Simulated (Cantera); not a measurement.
A jet of 2.49 % CH₄, 15.6 % O₂, 82.0 % N₂ at 300 K and 255 Torr hits a platinum plate 3.6 cm away at a mass flux of 0.044 kg/m²/s; the plate temperature is set and raised in steps from an oxygen-covered start.

Cantera simulation using Deutschmann's 1995 Pt surface mechanism with GRI-Mech 3.0 gas chemistry; the numbers are that mechanism's predictions, not measurements. Catalytic surfaces can have several steady states; this one follows from the mechanism file's or the stated starting coverage.

x: mole fraction at the wall; θ: surface coverage.

```csv
plate T (K),wall x CH₄,wall x O₂,wall x H₂O,wall x OH,wall x CO,wall x CO₂,θ free Pt,θ O*,θ OH*
950,0.00980,0.123,0.0281,5.98e-8,4.18e-6,0.0184,0.187,0.811,0.00206
1000,…,0.116,…,…,…,…,…,0.751,0.00209
1050,0.00445,0.112,0.0378,3.85e-7,3.33e-6,0.0249,0.309,0.689,0.00200
1100,…,0.109,0.0402,…,…,0.0262,…,…,0.00185
1150,0.00194,0.107,0.0420,1.78e-6,5.65e-6,0.0273,0.432,0.566,0.00168
1200,0.00118,0.106,0.0435,3.33e-6,7.13e-6,0.0282,0.491,0.507,0.00152
```

Task: Fill in the missing entries.

Result: 
- 1000, wall x CH₄: 0.00649
- 1000, wall x H₂O: 0.0342
- 1000, wall x OH: 1.61e-7
- 1000, wall x CO: 3.71e-6
- 1000, wall x CO₂: 0.0224
- 1000, θ free Pt: 0.247
- 1100, wall x CH₄: 0.00292
- 1100, wall x OH: 8.83e-7
- 1100, wall x CO: 4.49e-6
- 1100, θ free Pt: 0.371
- 1100, θ O*: 0.627
